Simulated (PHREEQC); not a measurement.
A solution holds 23 mmol/kgw HF, 0.3 mmol/kgw CaCl2 and 0.084 mmol/kgw MnSO4, at 10 °C. Closed to the air; pH follows from the charge balance.

Equilibrium calculation in PHREEQC: ion-association model, wateq4f.dat.

No solid was allowed to form.

**Question.** Order these S species by the share of S that they hold, largest first: SO4-2, HSO4-, CaSO4, MnSO4.

**Answer.** SO4-2 (80 %), HSO4- (18 %), CaSO4 (2.2 %), MnSO4 (0.47 %)

The pH is 2.41 and the ionic strength 0.00534 mol/kgw. Saturation is exceeded, for instance for Fluorite; the values hold only as long as no solid forms. wateq4f.dat counts part of the HF as a dimer, H2F2, which phreeqc.dat doesn't know; its constant is uncertain. Constants without temperature data keep their 25 °C values here.
